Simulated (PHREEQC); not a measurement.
## Nickel, zinc or cadmium bath (model solution)

Solution (25 °C): 0.13 mol/kgw ZnSO4, 0.016 mol/kgw KCl and 0.0002 mol/kgw FeSO4. Closed to the air; pH follows from the charge balance.

Computed with PHREEQC (ion-association model, phreeqc.dat).

Each row changes one thing in this solution. Precipitation was switched off in this run.

```json
[
 {"case": "as made", "pH": "5.48", "ionic strength (mol/kgw)": "0.276", "Zn+2 (mol/kgw)": "0.0651", "SO4-2 (mol/kgw)": "0.0476", "ZnSO4 (mol/kgw)": "0.0470", "Zn(SO4)2-2 (mol/kgw)": "0.0172", "SI of Melanterite (FeSO4:7H2O)": "-4.14", "SI of Sylvite (KCl)": "-4.87"},
 {"case": "diluted 10-fold with water", "pH": "5.72", "ionic strength (mol/kgw)": "0.0357", "Zn+2 (mol/kgw)": "0.00851", "SO4-2 (mol/kgw)": "0.00821", "ZnSO4 (mol/kgw)": "0.00418", "Zn(SO4)2-2 (mol/kgw)": "0.000286", "SI of Melanterite (FeSO4:7H2O)": "-5.29", "SI of Sylvite (KCl)": "-6.67"},
 {"case": "temperature from 25 to 50 °C", "pH": "5.23", "ionic strength (mol/kgw)": "0.269", "Zn+2 (mol/kgw)": "0.0630", "SO4-2 (mol/kgw)": "0.0477", "ZnSO4 (mol/kgw)": "0.0498", "Zn(SO4)2-2 (mol/kgw)": "0.0154", "SI of Melanterite (FeSO4:7H2O)": "-4.50", "SI of Sylvite (KCl)": "-5.04"},
 {"case": "ZnSO4 from 0.13 to 0.013 mol/kgw", "pH": "5.68", "ionic strength (mol/kgw)": "0.0516", "Zn+2 (mol/kgw)": "0.00887", "SO4-2 (mol/kgw)": "0.00852", "ZnSO4 (mol/kgw)": "0.00368", "Zn(SO4)2-2 (mol/kgw)": "0.000262", "SI of Melanterite (FeSO4:7H2O)": "-4.35", "SI of Sylvite (KCl)": "-4.69"},
 {"case": "0.0021 mol/kgw CO2 added", "pH": "[?]", "ionic strength (mol/kgw)": "0.276", "Zn+2 (mol/kgw)": "0.0651", "SO4-2 (mol/kgw)": "0.0476", "ZnSO4 (mol/kgw)": "0.0470", "Zn(SO4)2-2 (mol/kgw)": "[?]", "SI of Melanterite (FeSO4:7H2O)": "-4.15", "SI of Sylvite (KCl)": "-4.87"}
]
```

**Question.** Complete the blanks.

**Answer.** 
- 0.0021 mol/kgw CO2 added, pH: 4.42
- 0.0021 mol/kgw CO2 added, Zn(SO4)2-2 (mol/kgw): 0.0171

At this temperature some constants are extrapolated from 25 °C, and those without enthalpy data are left unchanged.
